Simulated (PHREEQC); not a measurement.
0.57 g of hydrous ferric oxide (600 m²/g; 0.2 weak and 0.005 strong sites per Fe, Dzombak-Morel constants, diffuse double layer) in 1 kg of water with 0.05 mol/kgw of an inert sodium salt and 1.4e-05 mol ZnCl2, at 25 °C; the pH is set by adding NaOH or the inert anion's acid. Oxygen alone is held at its pressure in air (log pO2 = -0.68). CO2 from the air is kept out. No solid was allowed to form.

Computed with PHREEQC (ion-association model, wateq4f.dat).

Q: Predict surface charge σ (C/m²), surface potential ψ (mV) at pH = 5.25, 6.75, 7.88, 8.62.

A: 
```tsv
pH	surface charge σ (C/m²)	surface potential ψ (mV)
5.25	0.154	127
6.75	0.046	68
7.88	0.007	13
8.62	-0.013	-25
```

The oxide is taken as insoluble; below pH 4 it would dissolve.
